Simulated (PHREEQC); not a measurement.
Solution (25 °C): 2.5 mmol/kgw HF, 1.6 mmol/kgw NH4F and 0.52 mmol/kgw (NH4)2SiF6. Closed to the air; pH follows from the charge balance.

Model: ion-association model, wateq4f.dat, run in PHREEQC.

No solid was allowed to form.

### Question
What pH does the model give?

### Answer
pH 3.22.

### Question
In which forms is F present?

### Answer
SiF6-2 41 %, F- 31 %, HF 26 % of the F.

Species that the database lacks are ignored. SiF6-2 is the database's only silicon fluoride.
